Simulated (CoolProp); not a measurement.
A single-stage vapour-compression cycle with R11: evaporating at 313.15 K (dew point), condensing at 370.15 K (bubble point), superheat 0 K, subcooling 0 K, compressor efficiency 0.65, no pressure losses. Each further row changes one setting.

Model: reference Helmholtz-energy equation of state, Jacobsen 1992, in CoolProp.

```tsv
case	cooling COP	pressure ratio	discharge temperature (K)	refrigerating effect (kJ/kg)	volumetric capacity (kJ/m³)
as stated	2.84	4.43	392.2	122	1180
evaporating temperature 318.15 K	3.23	3.79	389.6	124	1400
condensing temperature 365.15 K	3.20	3.96	385.9	127	1230
subcooling 5 K	2.96	4.43	392.2	127	1230
superheat 10 K	2.87	4.43	403.7	128	1200
compressor efficiency 0.55	2.41	4.43	403.3	122	1180
```
